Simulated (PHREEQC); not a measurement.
A solution holds 0.0024 mol KOH and 0.048 mol CuSO4 per kg of water, at 25 °C. Closed to the air; pH follows from the charge balance.

The numbers come from PHREEQC with the ion-association model, wateq4f.dat.

Precipitation was switched off in this run.

### Question
Order these Cu species by the share of Cu that they hold, largest first: CuSO4, Cu2(OH)2+2, Cu+2.

### Answer
Cu+2 (53 %), CuSO4 (42 %), Cu2(OH)2+2 (4.9 %)

The pH is 5.49 and the ionic strength 0.111 mol/kgw. Examples of supersaturated solids here: Brochantite, Antlerite. Others may be too.
